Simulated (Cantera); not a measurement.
# Equilibrium for halide evaporation, hydrolysis and transport: NaCl + H2O + N2

Feed: 1 mol NaCl, 5.5 mol H2O, 28 mol N2, equilibrated at 1573.15 K and 40.0 Pa.

Cantera equilibrium calculation (NASA polynomials, part measured and part estimated; ideal gas, pure solids and liquids). Candidate condensed phases: H2O, NH4Cl, Na, NaCl, NaOH, NaO2, Na2O, Na2O2; 38 gas species. Equilibrium is a limit: real reactors are often held back by kinetics, nucleation or transport.

The x(N2) comes out as 0.810. The x(H2O) is 0.157, the x(NaCl) is 0.0271 and the x(HCl) is 0.00178. The x(Na) is 0.00172. The x(H2) comes out as 0.00125. The x(O2) is 0.000906 and the x(OH) is 0.000326. The x(NaOH) comes out as 0.000142, the gas amount is 34.57 mol and the log10 activity of NaOH(l) (absent) is -6.45. The log10 activity of Na(l) (absent) comes out as -7.26.
